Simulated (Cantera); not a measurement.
## Catalytic combustion on Pt

An isothermal plug-flow reactor at 950 K and 750 Torr (inlet), inlet velocity 4.2 m/s, active area per volume 110 1/m; feed H₂ : O₂ : N₂ : H₂O = 0.005 : 0.16 : 0.79 : 0.0081 (molar parts), equivalence ratio 0.016.

Cantera simulation using Deutschmann's 1995 Pt surface mechanism with GRI-Mech 3.0 gas chemistry; the numbers are that mechanism's predictions, not measurements. Catalytic surfaces can have several steady states; this one follows from the mechanism file's or the stated starting coverage. Mass transfer to the wall is taken as infinitely fast.

| z (m) | x H₂ | x O₂ | x H₂O | θ free Pt | θ O* | θ OH* |
|---|---|---|---|---|---|---|
| 0.00048 | 0.00484 | 0.166 | 0.00876 | 0.148 | 0.850 | 0.00203 |
| 0.00092 | 0.00455 | 0.166 | 0.00906 | 0.146 | 0.852 | 0.00203 |
| 0.0018 | 0.00402 | 0.166 | 0.00959 | 0.144 | 0.854 | 0.00204 |
| 0.0034 | 0.00322 | 0.165 | 0.0104 | 0.140 | 0.858 | 0.00205 |
| 0.0066 | 0.00210 | 0.165 | 0.0115 | 0.135 | 0.863 | 0.00207 |
| 0.013 | 0.000921 | 0.164 | 0.0127 | 0.130 | 0.868 | 0.00209 |
| 0.025 | 0.000205 | 0.164 | 0.0134 | 0.127 | 0.871 | 0.00209 |
| 0.048 | 1.19e-5 | 0.164 | 0.0136 | 0.126 | 0.872 | 0.00210 |
x: gas mole fraction; θ: surface coverage.
